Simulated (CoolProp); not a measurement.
Vapour-liquid equilibrium of R125 (1) + R245fa (2) at 0.121 MPa; x and y are mole fractions of (1).

The numbers come from the multi-fluid Helmholtz-energy mixture model, Lemmon 2005 and Akasaka 2015; pair parameters Bell 2016 in CoolProp.

### Question
Give the bubble temperature and the first vapour's composition at x = 0.05, 0.2, 0.5. Is there an azeotrope?

### Answer
x = 0.05: 281.8 K, y = 0.375; x = 0.2: 261.2 K, y = 0.790; x = 0.5: 242.8 K, y = 0.949. No azeotrope shows between x = 0.05 and 0.95.

Pair parameters are fitted to limited data, so mixtures are less certain than the pure fluids.
